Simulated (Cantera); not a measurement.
## Premixed flame

A freely propagating, adiabatic, planar premixed flame of H₂ : O₂ : N₂ : H₂O = 1 : 0.25 : 0.94 : 0.28 (molar parts), unburnt at 525 K and 170000 Pa; mixture-averaged transport, grid criteria slope 0.08 and curve 0.16, no radiation.

Cantera simulation using the H2/O2 subset of GRI-Mech 3.0, which has no nitrogen chemistry; the numbers are that mechanism's predictions, not measurements. Burning velocities carry a grid error of a few per cent, more on coarse grids.

```csv
z (mm),T (K),u (m/s),x H₂,x O₂,x H₂O,x OH,x H₂O₂,x H
-0.577,525,5.65,0.405,0.101,0.113,<1e-8,<1e-8,<1e-8
-0.385,525,5.65,0.405,0.101,0.113,<1e-8,<1e-8,<1e-8
-0.288,525,5.65,0.405,0.101,0.113,<1e-8,<1e-8,<1e-8
-0.192,525,5.65,0.404,0.101,0.113,<1e-8,2.38e-8,<1e-8
-0.0961,564,5.99,0.395,0.102,0.117,3.75e-5,1.30e-5,5.94e-5
-0.0481,803,8.31,0.364,0.0950,0.141,0.000651,4.17e-5,0.00300
0,1161,11.7,0.306,0.0710,0.199,0.00123,1.17e-5,0.0178
0.0481,1424,14.2,0.244,0.0351,0.270,0.00258,2.47e-6,0.0379
0.0961,1562,15.6,0.211,0.0128,0.313,0.00344,1.45e-6,0.0474
0.192,1680,16.6,0.200,0.00184,0.335,0.00384,8.27e-7,0.0454
0.385,1776,17.5,0.204,0.000390,0.341,0.00358,4.53e-7,0.0345
0.769,1859,18.2,0.210,0.000182,0.344,0.00288,2.25e-7,0.0234
1.54,1922,18.7,0.215,7.66e-5,0.347,0.00204,1.03e-7,0.0147
```
x: mole fraction of selected species; z is measured from the peak of heat release.

- laminar burning velocity: 565 cm/s
- thermal thickness: 0.192 mm
- peak x(OH): 0.00384
- peak x(H₂O₂): 4.24e-5
- peak x(H): 0.0484
- grid points: 108
